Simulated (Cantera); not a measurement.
A perfectly stirred reactor is fed with NH₃ : N₂ = 1 : 2.4 (molar parts), at 0.133 bar; it is held at 1725 K, and followed from long to short residence time.

Cantera simulation using the gas-phase N/H chemistry of the illustrative SiF4/NH3 mechanism in the Surface Chemkin manual (1991); the numbers are that mechanism's predictions, not measurements. Walls and surfaces, which speed up NH3 decomposition in real reactors, are not modelled.

Task: What does this change do: temperature 1725 to 1250 K?

Result: 
```tsv
quantity	before	after
x(NH₃) at τ = 2.60 s	0.188	0.294
x(H) at τ = 2.60 s	3.03e-5	2.66e-10
x(NH₂) at τ = 2.60 s	0.000119	2.44e-6
x(H₂) at τ = 2.60 s	0.123	3.49e-5
x(N₂) at τ = 2.60 s	0.689	0.706
x(NH₃) at τ = 13.0 ms	0.293	0.294
x(H) at τ = 13.0 ms	2.34e-7	7.57e-12
x(NH₂) at τ = 13.0 ms	0.000155	1.98e-8
x(H₂) at τ = 13.0 ms	0.000711	9.92e-9
x(N₂) at τ = 13.0 ms	0.706	0.706
```

Task: What does this change do: temperature 1725 to 2300 K?

Result: 
```tsv
quantity	before	after
x(NH₃) at τ = 2.60 s	0.188	0.000318
x(H) at τ = 2.60 s	3.03e-5	0.00861
x(NH₂) at τ = 2.60 s	0.000119	2.58e-5
x(H₂) at τ = 2.60 s	0.123	0.335
x(N₂) at τ = 2.60 s	0.689	0.656
x(NH₃) at τ = 13.0 ms	0.293	0.156
x(H) at τ = 13.0 ms	2.34e-7	0.000444
x(NH₂) at τ = 13.0 ms	0.000155	0.00135
x(H₂) at τ = 13.0 ms	0.000711	0.159
x(N₂) at τ = 13.0 ms	0.706	0.683
```
